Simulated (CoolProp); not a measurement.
Propylene at 293.15 K and 17 MPa flows at 7.6 m/s in a round tube of 2 mm bore and 0.25 µm roughness, fully developed (64/Re and Nu = 3.66 if laminar; Colebrook and Gnielinski if turbulent). Each further row changes one setting.

Model: reference Helmholtz-energy equation of state, Lemmon 2013, in CoolProp.

```json
[
 {"case": "as stated", "Reynolds number": "67900", "Darcy friction factor": "0.0201", "pressure drop (Pa/m)": "159000", "heat-transfer coefficient (W/(m² K))": "16700", "mass flow (kg/h)": "47.3"},
 {"case": "velocity 15.2 m/s", "Reynolds number": "136000", "Darcy friction factor": "0.0177", "pressure drop (Pa/m)": "562000", "heat-transfer coefficient (W/(m² K))": "30100", "mass flow (kg/h)": "94.6"},
 {"case": "diameter 4 mm", "Reynolds number": "136000", "Darcy friction factor": "0.0173", "pressure drop (Pa/m)": "68700", "heat-transfer coefficient (W/(m² K))": "14800", "mass flow (kg/h)": "189"}
]
```

Viscosity comes from a separate model (Huber 2003), an estimate that may be off by 10 % or more. Thermal conductivity comes from a separate model (Huber 2003), an estimate that may be off by 10 % or more.
